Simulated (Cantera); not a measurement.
A Cantera script and what it prints.

```python
import numpy as np
import cantera as ct

gas_names = """
    H HO2 H2 H2O H2O2 O OH O2 O3 P PH PH3 PO PO2 P2 P4 P4O10
""".split()
cond_names = """
    H2O(s) H2O(L) P(cr) P(L) P4O10(s)
""".split()


# ... load() reads the species with a 1 bar reference pressure and builds the phases ...
atoms = {
    'PH3': {'P': 1, 'H': 3},
    'O2': {'O': 2},
}
top_T = {'P4O10(s)': 690}  # K; cautious upper limits of use, not melting points


# ... equilibrate(T, P, feed) seeds the gas with the atoms and calls Mixture.equilibrate('TP', solver="vcs", rtol=1e-11, max_steps=5000) ...
results = []
feed = {'PH3': 1, 'O2': 1.2}  # mol
T = 2348.15  # K
for P in [10, 52, 280, 1400, 7600, 40000, 210000, 1100000, 5700000, 30000000]:
    mix = equilibrate(T, P, feed)
    results.append((T, P, feed, dict(zip(mix.species_names, mix.species_moles))))

top = {s: max(r[3][s] / sum(r[3][g] for g in gas_names) for r in results) for s in gas_names}
cols = sorted((s for s in top if top[s] > 1e-05), key=lambda s: -top[s])[:7]
seen = [c for c in cond_names if any(r[3].get(c, 0) > 1e-12 for r in results)]
print("log10 of partial pressures in bar; condensed amounts in mol")
print(f"{'P/Pa':>10s}" + "".join(f"{s[:9]:>10s}" for s in cols + seen))
for T, P, feed, n in results:
    ng = sum(n[g] for g in gas_names)
    print(f"{P:10.4g}" + "".join(f"{np.log10(max(n[s] / ng * P / 1e5, 1e-99)):10.3f}" for s in cols)
          + "".join(f"{n.get(c, 0):10.4g}" for c in seen))
```

Output:

```
log10 of partial pressures in bar; condensed amounts in mol
      P/Pa       H2O         H        H2       PO2        PO         O        P2
        10    -5.204    -4.397    -4.979    -4.996    -4.803    -4.975    -9.734
        52    -4.027    -3.928    -4.040    -4.050    -4.094    -4.738    -8.791
       280    -3.124    -3.514    -3.213    -3.231    -3.352    -4.662    -7.458
      1400    -2.369    -3.142    -2.468    -2.508    -2.638    -4.652    -6.052
      7600    -1.612    -2.763    -1.711    -1.765    -1.896    -4.652    -4.566
     4e+04    -0.878    -2.399    -0.983    -1.040    -1.177    -4.646    -3.141
   2.1e+05    -0.138    -2.045    -0.273    -0.316    -0.483    -4.616    -1.813
   1.1e+06     0.618    -1.704     0.409     0.409     0.168    -4.542    -0.659
   5.7e+06     1.380    -1.379     1.059     1.127     0.774    -4.429     0.327
     3e+07     2.151    -1.063     1.690     1.844     1.351    -4.290     1.203
```

Equilibrium computed with Cantera from the NASA thermochemical tables; the gas is ideal and each condensed phase is pure. The ideal-gas law is rough above about 30 bar. Gases not in the tables: HPO2, HPO3 and P4O6.
